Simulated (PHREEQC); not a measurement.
HCl is added in steps, without added water, to 1 kg of water holding 0.025 mol HF, 0.0003 mol CsF, 3.2e-05 mol H2SiF6 and 0.005 mol H2SO4, at 25 °C. O2 is buffered at 0.21 atm. CO2 is held at log p = -1 (atm). The run lets SiO2(a) precipitate or redissolve, and no other solid.

Base run: PHREEQC, ion-association model, wateq4f.dat. Each further column changes one thing. The table gives F- (mol/kgw).

```csv
HCl added (mol),base,metal-ligand complexes left out,Davies equation for every ion,all activity coefficients set to 1
0,0.00178,0.00178,0.00180,0.00155
0.001937,0.00157,0.00157,0.00158,(withheld)
0.005812,0.00126,0.00126,0.00127,0.00104
0.00775,0.00114,0.00114,0.00116,0.000934
0.01162,0.000965,0.000965,0.000980,(withheld)
0.01356,0.000895,0.000895,0.000910,(withheld)
0.01744,0.000783,0.000783,0.000797,(withheld)
0.01937,0.000737,0.000737,0.000751,0.000563
0.02325,0.000660,0.000660,0.000674,0.000495
0.02519,0.000628,0.000628,0.000641,(withheld)
0.02906,0.000572,0.000572,0.000585,(withheld)
0.031,0.000548,0.000548,0.000560,0.000398
```

Question: Some entries are withheld; supply them.

Answer: 
- 0.001937, all activity coefficients set to 1: 0.00134
- 0.01162, all activity coefficients set to 1: 0.000769
- 0.01356, all activity coefficients set to 1: 0.000706
- 0.01744, all activity coefficients set to 1: 0.000604
- 0.02519, all activity coefficients set to 1: 0.000467
- 0.02906, all activity coefficients set to 1: 0.000419

wateq4f.dat counts part of the HF as a dimer, H2F2, which phreeqc.dat doesn't know; its constant is uncertain. SiF6-2 is the database's only silicon fluoride.
